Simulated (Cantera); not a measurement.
Input: 1 mol CHF3, a varied amount of HCl, 1.5 mol H2, at 2150 K and 750 Torr.

Method: chemical equilibrium by Gibbs-energy minimisation in Cantera with the NASA 1993 tables (ideal gas, pure condensed phases). Candidate condensed phases: C, C6H6, C7H8, C8H18; 118 gas species. The numbers say what is thermodynamically allowed, not how fast it happens.

Problem. At 1.6 mol HCl, list the 6 most abundant gas species with their mole fractions, and the condensed phases.

Solution. HF 0.587, HCl 0.310, H2 0.0985, Cl 0.00305, H 0.00132, C2H2 (acetylene) 0.000191. Condensed: C(graphite).
